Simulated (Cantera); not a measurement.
Mixture: CH₄ : O₂ : N₂ : CO₂ = 1 : 2.13 : 11.3 : 1.7 (molar parts), equivalence ratio 0.94, at 11.0 bar, adiabatic and at constant volume. Ignition delay is the time to a rise of 400 K.

Detailed kinetics in Cantera: GRI-Mech 3.0 (53 species, 325 reactions).

### Question
What does this change do: N2 11.3 to 15 parts?

### Answer
```tsv
quantity	before	after
delay at 1225 K	4.62 ms	5.94 ms
delay at 1325 K	1.52 ms	1.97 ms
delay at 1425 K	0.543 ms	0.704 ms
delay at 1525 K	0.207 ms	0.265 ms
delay at 1625 K	83.6 µs	0.105 ms
delay at 1725 K	36.4 µs	45.0 µs
apparent activation energy between 1525 and 1725 K	190 kJ/mol	190 kJ/mol
```

### Question
What does this change do: pressure from 11.0 bar to 13.0 bar?

### Answer
```tsv
quantity	before	after
delay at 1225 K	4.62 ms	3.82 ms
delay at 1325 K	1.52 ms	1.27 ms
delay at 1425 K	0.543 ms	0.463 ms
delay at 1525 K	0.207 ms	0.179 ms
delay at 1625 K	83.6 µs	73.1 µs
delay at 1725 K	36.4 µs	32.0 µs
apparent activation energy between 1525 and 1725 K	190 kJ/mol	190 kJ/mol
```
The pressure lies above the range GRI-Mech 3.0 was tuned for (to about 10 atm).
